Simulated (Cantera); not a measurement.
Standard-state values (1 bar) from the NASA 1993 polynomials, evaluated with Cantera. Values are per mole of reaction as written; species without (g) are pure solids or liquids, kept so even where they would boil at 1 bar.

10 H2O(g) + P4O10 → 10 H2O2(g) + P4(g)

| T (K) | ΔH° (kJ) | ΔS° (J/K) | ΔG° (kJ) | log10 K |
|---|---|---|---|---|
| 300 | 4124.0 | 507.9 | 3971.6 | -691.51 |
| 400 | 4117.8 | 490.2 | 3921.7 | -512.12 |
| 425 | 4116.1 | 486.2 | 3909.5 | -480.49 |
| 450 | ___ | ___ | ___ | ___ |
| 475 | 4112.6 | 478.4 | 3885.4 | -427.26 |
| 500 | 4110.8 | 474.6 | 3873.5 | -404.65 |
| 525 | 4108.9 | 470.9 | 3861.7 | -384.21 |
| 550 | ___ | ___ | ___ | ___ |

Problem. Complete the blanks.

Solution. 
- 450, ΔH° (kJ): 4114.4
- 450, ΔS° (J/K): 482.2
- 450, ΔG° (kJ): 3897.4
- 450, log10 K: -452.39
- 550, ΔH° (kJ): 4106.9
- 550, ΔS° (J/K): 467.3
- 550, ΔG° (kJ): 3849.9
- 550, log10 K: -365.63
